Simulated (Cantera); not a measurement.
A perfectly stirred reactor is fed with CH4 : H2 : O2 : N2 = 1 : 0.15 : 1.3 : 5.32 (molar parts), equivalence ratio 1.6, at 4.80 bar; it is adiabatic with a 425 K inlet, and is followed from long to short residence time, starting on the burning branch (τ in s: 0.16, 0.067, 0.027, 0.011, 0.0044, 0.0018, 0.00073, 0.00029, 0.00012, 4.8e-05, 2e-05, 7.9e-06).

Model: GRI-Mech 3.0 (53 species, 325 reactions), integrated in Cantera.

Problem. Predict: blow-out, bracketed by the residence times tried; x(CH4) at τ = 0.160 s; x(H2) at τ = 0.160 s; x(O2) at τ = 0.160 s; x(NO) at τ = 0.160 s; x(CH2CO) at τ = 0.160 s; x(CH4) at τ = 0.730 ms; x(H2) at τ = 0.730 ms; x(O2) at τ = 0.730 ms; x(NO) at τ = 0.730 ms; x(CH2CO) at τ = 0.730 ms.

Solution. 
* **blow-out, bracketed by the residence times tried**: burning at 0.730 ms, out at 0.290 ms
* **x(CH4) at τ = 0.160 s**: 0.00317
* **x(H2) at τ = 0.160 s**: 0.0864
* **x(O2) at τ = 0.160 s**: 0.000133
* **x(NO) at τ = 0.160 s**: 4.84e-6
* **x(CH2CO) at τ = 0.160 s**: 3.91e-6
* **x(CH4) at τ = 0.730 ms**: 0.0178
* **x(H2) at τ = 0.730 ms**: 0.0521
* **x(O2) at τ = 0.730 ms**: 0.0164
* **x(NO) at τ = 0.730 ms**: 3.65e-7
* **x(CH2CO) at τ = 0.730 ms**: 0.000324
